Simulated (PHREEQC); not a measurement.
A PHREEQC input (ion-association model, wateq4f.dat):

```
SOLUTION 1
  temp 25
  units mg/L
  pH 6.08
  pe 11.9
  Na 0.14
  K 0.232
  Ca 0.329
  Mg 0.135
  Cl 1.13
  S(6) 0.0979 as SO4
  Alkalinity 0.379 as HCO3
  Cd 0.00972
  B 0.00376
  Zn 0.0446
END
USE solution 1
EQUILIBRIUM_PHASES 1
  CO2(g -2.5 10
END
```

It stops with these messages:

```
ERROR: Phase not found in database, CO2(g.
ERROR: Calculations terminating due to input errors.
```

The fault: the phase CO2(g) misspelt. The line should read `CO2(g)` where the input has `CO2(g`. With the mend the run ends at pH 5.35 and ionic strength 6.07e-5 mol/kgw.
